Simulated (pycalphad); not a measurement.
**Effect of C content in Al-C**

CALPHAD calculation (pycalphad, COST 507 light-alloy database (1999)), 1 atm. These are 1990s assessments: newer ones move some temperatures and phases. Amounts are mole fractions of atoms.

| alloy | liquidus (K) | first solid | solidus (K) | phases at 950 K |
|---|---|---|---|---|
| Al-0.03563C (wt.%) | 1655 | AL4C3 | 933 | LIQUID 1.00, AL4C3 under 0.01 |
| Al-0.1472C (wt.%) | 1795 | AL4C3 | 933 | LIQUID 0.99, AL4C3 0.01 |
| Al-0.2187C (wt.%) | 1838 | AL4C3 | 933 | LIQUID 0.99, AL4C3 0.01 |

Database names, with the compositions (at.%) that they take in these runs: AL4C3: Al 57 C 43.
